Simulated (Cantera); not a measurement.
Input (Python, Cantera):

```python
import numpy as np
import cantera as ct

surf = ct.Interface("ptcombust.yaml", "Pt_surf")
gas = surf.adjacent["gas"]
gas.TPX = 725, 100000, {'CO': 0.0025, 'O2': 0.022, 'N2': 0.79, 'H2O': 0.036}
surf.TP = 725, 100000
reactor = ct.FlowReactor(gas, clone=False)
reactor.area = 0.0001  # m2
reactor.surface_area_to_volume_ratio = 540  # 1/m
reactor.mass_flow_rate = 0.4 * reactor.area * gas.density  # inlet velocity 0.4 m/s
reactor.energy_enabled = False
wall = ct.ReactorSurface(surf, reactor, clone=False)
net = ct.ReactorNet([reactor])
net.rtol, net.atol = 1e-8, 1e-16
show, cover = ['CO', 'O2', 'H2O', 'CO2'], ['PT(S)', 'H(S)', 'O(S)', 'OH(S)', 'CO(S)', 'C(S)']

rows = []
print(f"{'z/m':>9s}{'u/(m/s)':>9s}" + "".join(f"{s:>13s}" for s in show + cover))
for z in [0.00096, 0.0021, 0.0044, 0.0096, 0.021, 0.044, 0.096]:
    net.advance(z)
    rows.append([reactor.speed, *gas[show].X, *surf[cover].coverages])
    print(f"{z:9.4g}{rows[-1][0]:9.3g}" + "".join(f"{x:13.4e}" for x in rows[-1][1:]))
```

It prints:

```
      z/m  u/(m/s)           CO           O2          H2O          CO2        PT(S)         H(S)         O(S)        OH(S)        CO(S)         C(S)
  0.00096      0.4   7.9353e-04   2.4820e-02   4.2374e-02   2.1491e-03   3.1196e-02   4.9877e-09   9.6233e-01   5.9021e-03   5.5628e-04   9.0333e-18
   0.0021      0.4   5.3466e-04   2.4694e-02   4.2379e-02   2.4083e-03   2.7161e-02   4.0425e-09   9.6703e-01   5.5210e-03   2.8280e-04   3.9789e-18
   0.0044    0.399   2.8523e-04   2.4572e-02   4.2384e-02   2.6581e-03   2.4519e-02   3.4619e-09   9.7010e-01   5.2542e-03   1.2256e-04   1.5517e-18
   0.0096    0.399   8.5977e-05   2.4475e-02   4.2389e-02   2.8577e-03   2.2909e-02   3.1238e-09   9.7197e-01   5.0839e-03   3.2193e-05   3.8009e-19
    0.021    0.399   7.6931e-06   2.4437e-02   4.2390e-02   2.9361e-03   2.2362e-02   3.0117e-09   9.7260e-01   5.0247e-03   2.7430e-06   3.1593e-20
    0.044    0.399   6.4589e-08   2.4433e-02   4.2390e-02   2.9437e-03   2.2311e-02   3.0013e-09   9.7266e-01   5.0191e-03   2.2923e-08   2.6340e-22
    0.096    0.399   1.3222e-12   2.4433e-02   4.2390e-02   2.9438e-03   2.2311e-02   3.0012e-09   9.7266e-01   5.0190e-03   4.6923e-13   5.3918e-27
```

Computed with Cantera and Deutschmann's 1995 Pt surface mechanism with GRI-Mech 3.0 gas chemistry. Catalytic surfaces can have several steady states; this one follows from the mechanism file's or the stated starting coverage. Mass transfer to the wall is taken as infinitely fast.
